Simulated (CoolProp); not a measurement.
Isobutene along the isobar 243 kPa: density (kg/m³) from the reference equation and from simpler models built on Tc = 418.1 K, pc = 4016 kPa, ω = 0.193; each cubic takes its own stable root.

Computed with CoolProp (reference Helmholtz-energy equation of state, Lemmon 2005). It is a short technical equation, of lower accuracy than the large ones.

| T (K) | phase | reference |
|---|---|---|
| 275.3 | liquid | 616.1 |
| 280.7 | liquid | 609.7 |
| 286 | liquid | 603.4 |
| 296.7 | gas | 5.949 |
| 302 | gas | 5.815 |
| 307.3 | gas | 5.689 |
| 312.7 | gas | 5.568 |
| 318 | gas | 5.455 |
| 323.4 | gas | 5.345 |
| 328.7 | gas | 5.243 |

Q: How far does each simpler model (Soave-Redlich-Kwong, Peng-Robinson) lie from the reference over these 10 states: mean and median of the absolute difference, and the worst?

A: 
- Soave-Redlich-Kwong: mean 2.6 %, median 0.9 %, worst -7.1 % at 286 K and 243 kPa
- Peng-Robinson: mean 1.9 %, median 0.6 %, worst +5.3 % at 275.3 K and 243 kPa
